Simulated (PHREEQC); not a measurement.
PHREEQC input (ion-association model, phreeqc.dat):

```
SOLUTION_SPECIES
  CO3-2 + 10 H+ + 8 e- = CH4 + 3 H2O  # shut off: no methane
    -log_k -100
    -delta_h 0
    -analytic -100
SOLUTION 1
  temp 25
  units mol/kgw
  pH 7 charge
END
SELECTED_OUTPUT 1
  -reset false
  -pH true
  -pe true
  -ionic_strength true
  -water true
  -totals C C(-4) C(4) Mtg Sg
  -molalities H+ CO3-2 OH- HCO3- CO2 (CO2)2
USER_PUNCH 1
  -headings p_CO2(g) phi_CO2(g) p_Mtg(g) phi_Mtg(g) p_H2Sg(g) phi_H2Sg(g) p_H2O(g) phi_H2O(g) density
  10 PUNCH PR_P("CO2(g)"), PR_PHI("CO2(g)"), PR_P("Mtg(g)"), PR_PHI("Mtg(g)"), PR_P("H2Sg(g)"), PR_PHI("H2Sg(g)"), PR_P("H2O(g)"), PR_PHI("H2O(g)"), RHO
PRINT
  -reset false
USE solution 1
REACTION_TEMPERATURE 1
  10
GAS_PHASE 1
  -fixed_pressure
  -pressure 1
  -temperature 10
  -volume 20
  CO2(g) 0.24
  Mtg(g) 0.14
  H2Sg(g) 0.62
  H2O(g) 0
END
# ... the last block is repeated for the other 7 points of T (°C)
```

Selected output (columns that matter, 8 of 8 rows; T (°C) added in front):

```
T (°C)	pH	mu	C	Mtg	Sg	p_CO2(g)	phi_CO2(g)	p_Mtg(g)	phi_Mtg(g)	p_H2Sg(g)	phi_H2Sg(g)	p_H2O(g)	phi_H2O(g)	density
10	4.0015	0.00010077	0.013317	0.00035989	0.078829	0.24835	0.99356	0.15431	0.9983	0.58494	0.99099	0.012396	0.98968	0.99976
20	4.0075	9.9411e-05	0.0095119	0.00026218	0.058736	0.24318	0.9942	0.14857	0.99857	0.58481	0.99176	0.023446	0.99039	0.99824
30	4.0159	9.7511e-05	0.007078	0.00020461	0.045446	0.2369	0.99476	0.14316	0.99885	0.57761	0.99245	0.042342	0.99094	0.99567
40	4.0276	9.492e-05	0.0054149	0.00016749	0.036168	0.22815	0.99527	0.13682	0.99915	0.56168	0.99307	0.073346	0.99133	0.99223
50	4.0443	9.1341e-05	0.0041977	0.00014091	0.029243	0.21531	0.99575	0.12839	0.99951	0.53396	0.99365	0.12234	0.99154	0.98804
60	4.069	8.6291e-05	0.003237	0.00011908	0.02361	0.19633	0.99624	0.11652	0.99999	0.48995	0.99422	0.19719	0.99157	0.9832
70	4.1071	7.9023e-05	0.0024124	9.7849e-05	0.018508	0.16868	0.99682	0.0997	1.0007	0.42357	0.99485	0.30805	0.99144	0.97777
80	4.1705	6.8245e-05	0.0016405	7.3586e-05	0.013308	0.1293	0.9976	0.07611	1.0017	0.32697	0.99568	0.46762	0.99123	0.9718
```

Constants without temperature data keep their 25 °C values here.
